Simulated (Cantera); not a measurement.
## Equilibrium for abatement and gas-phase synthesis: CS2 + O2 + H2

Charge: 1 mol CS2, 0.14 mol O2, 0.32 mol H2, equilibrated at 0.133 bar.

Cantera equilibrium calculation (NASA polynomials, part measured and part estimated; ideal gas, pure solids and liquids). Candidate condensed phases: C, C6H6, C7H8, C8H18, H2O, H2SO4, S; 123 gas species. Gases not in the tables: S3 to S7. Equilibrium is a limit: real reactors are often held back by kinetics, nucleation or transport.

From 848 K to 998 K the condensed part is C(graphite). From 1073 K to 1298 K nothing is condensed. The main C-bearing gas is CS2 throughout.

| T (K) | x CS2 | x H2S | x CO | x COS | x S2 | x H2 | x CO2 | n C(graphite) |
|---|---|---|---|---|---|---|---|---|
| 848 | 0.508 | 0.236 | 0.0540 | 0.137 | 0.0528 | 0.00300 | 0.00888 | 0.0525 |
| 923 | 0.508 | 0.225 | 0.100 | 0.0949 | 0.0594 | 0.00757 | 0.00423 | 0.0275 |
| 998 | 0.510 | 0.211 | 0.139 | 0.0569 | 0.0657 | 0.0162 | 0.00152 | 0.00341 |
| 1073 | 0.502 | 0.194 | 0.160 | 0.0340 | 0.0804 | 0.0288 | 0.000549 | 0 |
| 1148 | 0.494 | 0.173 | 0.171 | 0.0205 | 0.0947 | 0.0459 | 0.000202 | 0 |
| 1223 | 0.487 | 0.150 | 0.176 | 0.0127 | 0.108 | 0.0664 | 7.87e-5 | 0 |
| 1298 | 0.480 | 0.125 | 0.178 | 0.00817 | 0.120 | 0.0879 | 3.30e-5 | 0 |
x: gas mole fraction; n: condensed amount in mol.
